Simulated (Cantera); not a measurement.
A freely propagating, adiabatic, planar premixed flame of 3.21 % CH₄, 1.80 % C₂H₆, 0.321 % C₃H₈, 19.9 % O₂, 74.8 % N₂, unburnt at 500 K and 10.0 bar; mixture-averaged transport, grid criteria slope 0.08 and curve 0.16, no radiation.

Cantera simulation using GRI-Mech 3.0 (53 species, 325 reactions); the numbers are that mechanism's predictions, not measurements. Burning velocities carry a grid error of a few per cent, more on coarse grids.

x: mole fraction of selected species; z is measured from the peak of heat release.

| z (mm) | T (K) | u (m/s) | x CH₄ | x C₂H₆ | x C₃H₈ | x CH₂ | x HCN | x HCO |
|---|---|---|---|---|---|---|---|---|
| -0.250 | 501 | 0.275 | 0.0321 | 0.0180 | 0.00321 | <1e-8 | <1e-8 | <1e-8 |
| -0.166 | 509 | 0.279 | 0.0318 | 0.0179 | 0.00321 | <1e-8 | <1e-8 | <1e-8 |
| -0.125 | 532 | 0.293 | 0.0311 | 0.0178 | 0.00319 | <1e-8 | <1e-8 | <1e-8 |
| -0.0832 | 639 | 0.353 | 0.0284 | 0.0168 | 0.00310 | <1e-8 | 1.11e-8 | <1e-8 |
| -0.0416 | 1025 | 0.573 | 0.0189 | 0.0110 | 0.00220 | <1e-8 | 6.18e-8 | 1.53e-8 |
| -0.0208 | 1375 | 0.774 | 0.0103 | 0.00418 | 0.000820 | 2.29e-7 | 1.22e-7 | 1.73e-6 |
| 0 | 1724 | 0.973 | 0.00217 | 0.000150 | 1.69e-5 | 6.42e-6 | 2.03e-7 | 8.10e-6 |
| 0.0208 | 1886 | 1.06 | ___ | ___ | <1e-8 | ___ | ___ | ___ |
| 0.0416 | 1953 | 1.09 | 2.32e-6 | <1e-8 | <1e-8 | 4.84e-8 | 4.42e-8 | 3.45e-8 |
| 0.0832 | 2010 | 1.12 | <1e-8 | <1e-8 | <1e-8 | <1e-8 | <1e-8 | <1e-8 |
| 0.166 | 2040 | 1.13 | <1e-8 | <1e-8 | <1e-8 | <1e-8 | <1e-8 | <1e-8 |
| 0.333 | 2049 | 1.14 | <1e-8 | <1e-8 | <1e-8 | <1e-8 | <1e-8 | <1e-8 |
| 0.665 | 2050 | 1.14 | <1e-8 | <1e-8 | <1e-8 | <1e-8 | <1e-8 | <1e-8 |

Task: Some entries are withheld; supply them.

Result: 
- 0.0208, x CH₄: 9.10e-5
- 0.0208, x C₂H₆: 1.11e-7
- 0.0208, x CH₂: 1.40e-6
- 0.0208, x HCN: 1.34e-7
- 0.0208, x HCO: 1.02e-6
